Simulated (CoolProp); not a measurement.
Properties of oxygen at several states (Tc = -118.6 °C, pc = 50.46 bar, ω = 0.022).

Computed with CoolProp (reference Helmholtz-energy equation of state, Schmidt 1985). Above 300 K oxygen's equation is extrapolated.

| T (°C) | p (bar) | phase | Z | cv (kJ/(kg K)) | Joule-Thomson coefficient (K/MPa) | conductivity (mW/(m K)) | fugacity coefficient |
|---|---|---|---|---|---|---|---|
| 593.05 | 1.19 | gas | 1.000 | [?] | [?] | 63.9 | 1.000 |
| 324.25 | 11.7 | gas | 1.003 | [?] | 0.3537 | [?] | 1.003 |
| 671.25 | 11.9 | gas | 1.003 | [?] | -0.2337 | 68.6 | 1.003 |
| 161.95 | 1.9 | gas | 1.000 | 0.6916 | [?] | [?] | 1.000 |
| 524.75 | 19 | gas | 1.005 | 0.7946 | [?] | 60.2 | 1.005 |

What belongs in the gaps?


- 593.05, cv (kJ/(kg K)): 0.8079
- 593.05, Joule-Thomson coefficient (K/MPa): -0.1506
- 324.25, cv (kJ/(kg K)): 0.7429
- 324.25, conductivity (mW/(m K)): 47.7
- 671.25, cv (kJ/(kg K)): 0.8217
- 161.95, Joule-Thomson coefficient (K/MPa): 1.140
- 161.95, conductivity (mW/(m K)): 36.6
- 524.75, Joule-Thomson coefficient (K/MPa): -0.07226

Thermal conductivity comes from a separate model (Lemmon 2004).
